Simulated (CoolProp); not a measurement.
Vapour-liquid equilibrium of isobutane (1) + isobutene (2) at 55.85 °C; x and y are mole fractions of (1).

Model: multi-fluid Helmholtz-energy mixture model, Bücker 2006 and Lemmon 2005; pair parameters Bell 2016, in CoolProp.

| x | bubble pressure (bar) | y at the bubble point | dew pressure at overall composition x (bar) | liquid density (mol/L) |
|---|---|---|---|---|
| 0.05 | ? | 0.057 | 7.118 | 9.695 |
| 0.2 | 7.293 | 0.219 | 7.274 | 9.531 |
| 0.35 | ? | 0.373 | 7.419 | 9.373 |
| 0.5 | 7.570 | 0.522 | 7.551 | 9.221 |
| 0.65 | ? | 0.667 | 7.670 | ? |
| 0.8 | ? | ? | 7.773 | 8.935 |
| 0.95 | 7.863 | 0.952 | 7.862 | 8.800 |

Q: Complete the blanks.

A: 
- 0.05, bubble pressure (bar): 7.125
- 0.35, bubble pressure (bar): 7.440
- 0.65, bubble pressure (bar): 7.682
- 0.65, liquid density (mol/L): 9.075
- 0.8, bubble pressure (bar): 7.780
- 0.8, y at the bubble point: 0.810

No azeotrope shows between x = 0.05 and 0.95.

The pair parameters rest on a limited set of measurements; away from them the model extrapolates.
